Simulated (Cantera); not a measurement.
An adiabatic, constant-volume homogeneous reactor starts with 11.9 % CO, 1.07 % H₂, 15.5 % CH₄, 15.0 % O₂, 56.4 % N₂, equivalence ratio 2.5, at 1525 K and 6.81 atm.

Cantera simulation using GRI-Mech 3.0 (53 species, 325 reactions); the numbers are that mechanism's predictions, not measurements.

**Question.** Predict: time of steepest temperature rise; temperature at 0.700 s; equilibrium temperature; x(CO) at 0.700 s; x(H₂) at 0.700 s; x(CH₄) at 0.700 s; x(NO₂) at 0.700 s; x(CO₂) at 0.700 s.

**Answer.** 
- time of steepest temperature rise: 0.262 ms
- temperature at 0.700 s: 2713 K
- equilibrium temperature: 2713 K
- x(CO) at 0.700 s: 0.216 (gas-phase equilibrium 0.216)
- x(H₂) at 0.700 s: 0.168 (gas-phase equilibrium 0.168)
- x(CH₄) at 0.700 s: 2.92e-9 (gas-phase equilibrium 3.25e-9)
- x(NO₂) at 0.700 s: 2.14e-9 (gas-phase equilibrium 2.14e-9)
- x(CO₂) at 0.700 s: 0.0198 (gas-phase equilibrium 0.0198)
